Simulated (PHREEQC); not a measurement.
A PHREEQC input (ion-association model, wateq4f.dat):

```
SOLUTION 1
  temp 80
  units mg/L
  pH 8.06
  pe 9.7
  Na 33.1
  K 6.78
  Ca 28.8
  Mg 14.1
  Cl 15.9
  S(6) 37.3 as SO4
  C(4) 73 as HCO3
  Alkalinity 183 as HCO3
  Cu(2) 0.402
  B 0.0767
END
USE solution 1
EQUILIBRIUM_PHASES 1
  CO2(g) -2 10
END
```

It stops with these messages:

```
WARNING: Maximum iterations exceeded, 100
WARNING: Maximum iterations exceeded, 100
WARNING: The program has failed to converge to a numerical solution.
ERROR:                 H(1) has not converged. Total: 3.000238e-03	Calculated: 1.555717e-03	Residual: 1.444521e-03
ERROR: Is non-carbonate alkalinity greater than total alkalinity?
ERROR:                    B has not converged. Total: 7.098068e-06	Calculated: 7.142559e-06	Residual: -4.449107e-08
ERROR:                 C(4) has not converged. Total: 1.196816e-03	Calculated: 1.208912e-03	Residual: -1.209521e-05
ERROR:                   Ca has not converged. Total: 7.188450e-04	Calculated: 7.212237e-04	Residual: -2.378678e-06
ERROR:                   Cl has not converged. Total: 4.486572e-04	Calculated: 4.487034e-04	Residual: -4.624726e-08
ERROR:                Cu(2) has not converged. Total: 6.328610e-06	Calculated: 6.497667e-06	Residual: -1.690574e-07
ERROR:                    K has not converged. Total: 1.734607e-04	Calculated: 1.734786e-04	Residual: -1.788467e-08
ERROR:                   Mg has not converged. Total: 5.801882e-04	Calculated: 5.815637e-04	Residual: -1.375462e-06
ERROR:                   Na has not converged. Total: 1.440334e-03	Calculated: 1.440715e-03	Residual: -3.805889e-07
ERROR:                 S(6) has not converged. Total: 3.884353e-04	Calculated: 3.885724e-04	Residual: -1.370912e-07
ERROR:               A(H2O) Activity of water has not converged. 	Residual: 2.444834e+00
ERROR: Model failed to converge for initial solution  1.
```

Q: Find the cause and the fix.

A: The fault: total carbon typed beside alkalinity, so pH is recomputed from the two. The line should read `Alkalinity 183` where the input has `C(4) 73 as HCO3 / Alkalinity 183`. With the mend the run ends at pH 7.67 and ionic strength 0.00534 mol/kgw.
